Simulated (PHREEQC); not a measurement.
**Copper plating or etch bath: speciation**

Consider water at 25 °C with 0.0078 mol CuCl2 and 0.11 mol KCl per kg of water. Closed to the air; pH follows from the charge balance.

Computed with PHREEQC (ion-association model, wateq4f.dat).

```yaml
pH: 4.92
ionic_strength: 0.132 mol/kgw
```

```json
[
 {"species": "Cl-", "molality": "0.125", "activity": "0.0927", "log γ": "-0.129"},
 {"species": "K+", "molality": "0.110", "activity": "0.0818", "log γ": "-0.129"},
 {"species": "Cu+2", "molality": "0.00690", "activity": "0.00256", "log γ": "-0.432"},
 {"species": "CuCl+", "molality": "0.000851", "activity": "0.000638", "log γ": "-0.125"},
 {"species": "CuCl2", "molality": "3.08e-5", "activity": "3.18e-5", "log γ": "0.013"},
 {"species": "H+", "molality": "1.48e-5", "activity": "1.21e-5", "log γ": "-0.089"},
 {"species": "Cu2(OH)2+2", "molality": "5.65e-6", "activity": "1.95e-6", "log γ": "-0.463"},
 {"species": "CuOH+", "molality": "2.82e-6", "activity": "2.11e-6", "log γ": "-0.125"},
 {"species": "Cu(OH)2", "molality": "3.53e-7", "activity": "3.64e-7", "log γ": "0.013"},
 {"species": "CuCl3-", "molality": "1.39e-8", "activity": "1.04e-8", "log γ": "-0.125"},
 {"species": "OH-", "molality": "1.12e-9", "activity": "8.26e-10", "log γ": "-0.131"}
]
```

Precipitation was switched off in this run. Examples of supersaturated solids here: Atacamite. Others may be too. Complexes and solids missing from the database can't appear.
